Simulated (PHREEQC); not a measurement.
Solution (25 °C): 0.0039 mol/kgw NH3, 0.016 mol/kgw K2SiO3 and 0.00015 mol/kgw K2CO3. Closed to the air; pH follows from the charge balance.

Equilibrium calculation in PHREEQC: ion-association model, phreeqc.dat.

Question: The ionic strength comes out as 0.0343 mol/kgw. What activity coefficients do H3SiO4-, H2SiO4-2, HCO3-, OH-, K+ get?

Answer: H3SiO4- 0.84, H2SiO4-2 0.52, HCO3- 0.85, OH- 0.84, K+ 0.84.

This is a speciation only: nothing precipitates in the calculation. Complexes and solids missing from the database can't appear.
